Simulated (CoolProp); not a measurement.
A single-stage vapour-compression cycle with C3F8 (R218): evaporating at 236.15 K (dew point), condensing at 276.15 K (bubble point), superheat 8 K, subcooling 2 K, compressor efficiency 0.75, no pressure losses. Each further row changes one setting.

Values from CoolProp's reference Helmholtz-energy equation of state, Lemmon 2006. It is a short technical equation, of lower accuracy than the large ones.

| case | cooling COP | pressure ratio | discharge temperature (K) | refrigerating effect (kJ/kg) | volumetric capacity (kJ/m³) |
|---|---|---|---|---|---|
| as stated | 3.44 | 4.55 | 279.1 | 72.1 | 703 |
| evaporating temperature 241.15 K | 4.18 | 3.64 | 279.4 | 75.3 | 904 |
| condensing temperature 271.15 K | 4.13 | 3.87 | 275.1 | 77.5 | 755 |
| subcooling 7 K | 3.70 | 4.55 | 279.1 | 77.5 | 755 |
| superheat 18 K | 3.60 | 4.55 | 289.1 | 79.4 | 738 |
| compressor efficiency 0.65 | 2.98 | 4.55 | 282.9 | 72.1 | 703 |
